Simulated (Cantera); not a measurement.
**Silicon carbide growth: SiCl4 + C3H8 + H2**

Feed: 1 mol SiCl4, 0.081 mol C3H8, 120 mol H2, held at 133 Pa.

Cantera equilibrium calculation (NASA polynomials, part measured and part estimated; ideal gas, pure solids and liquids). Candidate condensed phases: C, C6H6, C7H8, C8H18, Si, SiC; 109 gas species. Mutual solubility and eutectic melting of coexisting phases are not modelled. The tables' values for SiCl, SiCl3 are old estimates; treat these amounts as uncertain. Gases not in the tables: Si2H6 and higher silanes. Rates play no part.

From 800 °C to 1400 °C the condensed part is Si(s) + SiC(s). At 1500 °C the condensed part is Si(l) + SiC(s). From 1600 °C to 1700 °C the condensed part is SiC(s). From 1800 °C to 2000 °C nothing is condensed. The main Si-bearing gas is SiCl2 at 800 °C and Si at 2000 °C.

```csv
T (°C),x H2,x H,x HCl,x Si,x Cl,x SiCl2,x C2H2 (acetylene),x SiCl4,n Si(s),n SiC(s),n Si(l)
800,0.971,3.78e-7,0.0272,5.18e-12,9.60e-9,0.00149,<1e-12,0.000364,0.488,0.243,0
900,0.969,3.18e-6,0.0285,3.71e-10,8.17e-8,0.00190,<1e-12,2.98e-5,0.508,0.243,0
1000,0.969,1.92e-5,0.0283,1.35e-8,4.77e-7,0.00214,2.37e-12,3.07e-6,0.491,0.243,0
1100,0.970,8.98e-5,0.0280,2.91e-7,2.15e-6,0.00233,3.01e-11,4.32e-7,0.470,0.243,0
1200,0.969,0.000341,0.0277,4.11e-6,7.90e-6,0.00249,2.70e-10,7.93e-8,0.451,0.243,0
1300,0.969,0.00110,0.0274,4.12e-5,2.46e-5,0.00262,1.83e-9,1.80e-8,0.428,0.243,0
1400,0.967,0.00307,0.0270,0.000313,6.70e-5,0.00273,9.83e-9,4.88e-9,0.372,0.243,0
1500,0.961,0.00764,0.0272,0.00160,0.000166,0.00248,6.07e-8,1.40e-9,0,0.241,0.219
1600,0.948,0.0172,0.0286,0.00409,0.000394,0.00150,8.53e-7,3.36e-10,0,0.235,0
1700,0.928,0.0356,0.0298,0.00511,0.000856,0.000513,3.13e-5,5.04e-11,0,0.217,0
1800,0.893,0.0681,0.0292,0.00665,0.00164,0.000187,0.000618,7.87e-12,0,0,0
1900,0.840,0.121,0.0273,0.00696,0.00288,5.78e-5,0.000666,1.07e-12,0,0,0
2000,0.762,0.201,0.0244,0.00686,0.00464,1.75e-5,0.000663,<1e-12,0,0,0
```
x: gas mole fraction; n: condensed amount in mol.
